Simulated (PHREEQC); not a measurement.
1 kg of water meets 20 L of dry gas (CO2 0.56, CH4 0.44 by moles) at fixed total pressure, at 100 °C; fugacities by Peng-Robinson. The gases take part in no redox reaction, some water evaporates into the gas, and hydrates or a liquid gas phase aren't modelled. Nothing may precipitate in this run.

Equilibrium calculation in PHREEQC: ion-association model, phreeqc.dat.

```tsv
P (atm)	dissolved CO2 (all carbonate carbon) (mol/kgw)	φ of CO2	p of CO2 (atm)	dissolved CH4 (mol/kgw)	φ of CH4	p of CH4 (atm)	pH
2	0.00585	0.996	0.556	0.000436	1.003	0.440	4.33
5	0.0230	0.986	2.22	0.00173	0.998	1.76	4.03
10	0.0510	0.973	4.99	0.00387	0.994	3.97	3.86
20	0.104	0.947	10.5	0.00801	0.985	8.38	3.70
30	0.154	0.923	16.1	0.0120	0.977	12.8	3.62
40	0.201	0.899	21.6	0.0158	0.970	17.2	3.56
50	0.245	0.876	27.2	0.0195	0.963	21.6	3.52
75	0.342	0.821	41.0	0.0283	0.948	32.6	3.44
100	0.421	0.772	54.9	0.0363	0.935	43.5	3.40
150	0.540	0.687	82.7	0.0508	0.918	65.4	3.33
200	0.620	0.622	110	0.0636	0.908	87.2	3.30
300	0.723	0.538	166	0.0852	0.901	131	3.25
400	0.793	0.495	221	0.103	0.908	174	3.21
```

Species that the database lacks are ignored. At this temperature some constants are extrapolated from 25 °C, and those without enthalpy data are left unchanged.
